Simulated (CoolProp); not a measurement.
A simple Rankine cycle with R245fa: condensing at 295.15 K, boiler at 1.81 MPa, turbine inlet 394.8 K, turbine efficiency 0.7, pump efficiency 0.7, no recuperator. Each further row changes one setting.

Computed with CoolProp (reference Helmholtz-energy equation of state, Akasaka 2015).

| case | thermal efficiency (%) | net work (kJ/kg) | heat in (kJ/kg) | turbine exit temperature (K) | volume ratio over the turbine |
|---|---|---|---|---|---|
| as stated | 12.7 | 33.0 | 261 | 332.8 | 15.8 |
| turbine inlet 414.8 K | 12.7 | 36.6 | 287 | 357.0 | 14.7 |
| condensing temperature 287.15 K | 13.7 | 37.1 | 271 | 327.6 | 21.4 |
| boiler pressure 1.27 MPa | 11.4 | 31.1 | 272 | 346.9 | 10.0 |
| turbine efficiency 0.6 | 10.8 | 28.0 | 261 | 338.0 | 16.1 |
